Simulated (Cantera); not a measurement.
**Low-pressure radical oxidation in H2/O2**

An isothermal, constant-pressure homogeneous reactor starts with 7.32 % H₂, 92.7 % O₂, equivalence ratio 0.040, at 1275 K and 21.0 Torr.

Cantera simulation using the H2/O2 subset of GRI-Mech 3.0, which has no nitrogen chemistry; the numbers are that mechanism's predictions, not measurements. Radical loss at walls, strong at low pressure, is not modelled. The temperature is held fixed by assumption; the heat of reaction is taken as removed at once.

```tsv
t (s)	x H₂	x O₂	x O	x HO₂	x H₂O	x H₂O₂
9.00e-6	0.0732	0.927	1.06e-9	4.48e-9	1.67e-10	<1e-12
3.88e-5	0.0732	0.927	1.42e-8	1.93e-8	8.84e-9	8.63e-12
0.000167	0.0732	0.927	5.82e-7	8.59e-8	8.57e-7	1.60e-10
0.000722	0.0177	0.887	0.0271	8.15e-6	0.0431	5.60e-7
0.00311	0.00136	0.884	0.0350	7.53e-6	0.0656	2.32e-7
0.0134	0.000509	0.910	0.0123	5.68e-6	0.0723	2.11e-7
0.0579	5.49e-5	0.922	0.00131	1.81e-6	0.0753	9.94e-8
0.249	4.16e-6	0.924	9.99e-5	2.56e-7	0.0758	2.52e-8
1.08	4.57e-7	0.924	1.11e-5	4.24e-8	0.0759	5.42e-9
4.64	7.54e-8	0.924	1.85e-6	2.42e-8	0.0760	1.26e-9
20.0	2.76e-8	0.924	6.80e-7	3.13e-8	0.0760	5.72e-10
```
x: mole fraction; the columns are a selection and need not sum to one.

Equilibrium at this temperature and pressure: H₂ 2.63e-8, O₂ 0.924, O 6.46e-7, HO₂ 3.19e-8, H₂O 0.0760, H₂O₂ 5.51e-10 (gas phase only).
